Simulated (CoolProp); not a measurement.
The fluoroketone C6F12O (FK-5-1-12) along the isotherm 500 K: density (kg/m³) from the reference equation and from simpler models built on Tc = 441.8 K, pc = 1869 kPa, ω = 0.471; each cubic takes its own stable root.

Model: reference Helmholtz-energy equation of state, McLinden 2015, in CoolProp.

```json
[
 {"p (kPa)": "519", "phase": "gas", "reference": "42.06"},
 {"p (kPa)": "1040", "phase": "gas", "reference": "90.57"},
 {"p (kPa)": "1560", "phase": "gas", "reference": "147.6"},
 {"p (kPa)": "2080", "phase": "supercritical", "reference": "216.6"},
 {"p (kPa)": "2600", "phase": "supercritical", "reference": "302.4"},
 {"p (kPa)": "3120", "phase": "supercritical", "reference": "408.0"},
 {"p (kPa)": "3630", "phase": "supercritical", "reference": "524.5"},
 {"p (kPa)": "4150", "phase": "supercritical", "reference": "633.2"},
 {"p (kPa)": "4670", "phase": "supercritical", "reference": "716.9"}
]
```

Question: How far does each simpler model (ideal gas, van der Waals, Redlich-Kwong, Soave-Redlich-Kwong, Peng-Robinson) lie from the reference over these 9 states: mean and median of the absolute difference, and the worst?

Answer: 
- ideal gas: mean 32.2 %, median 34.6 %, worst -50.5 % at 500 K and 4670 kPa
- van der Waals: mean 7.4 %, median 6.8 %, worst +21.8 % at 500 K and 3120 kPa
- Redlich-Kwong: mean 5.4 %, median 4.5 %, worst +12.8 % at 500 K and 3120 kPa
- Soave-Redlich-Kwong: mean 5.7 %, median 4.1 %, worst -12.9 % at 500 K and 4670 kPa
- Peng-Robinson: mean 2.7 %, median 1.7 %, worst -6.4 % at 500 K and 4670 kPa
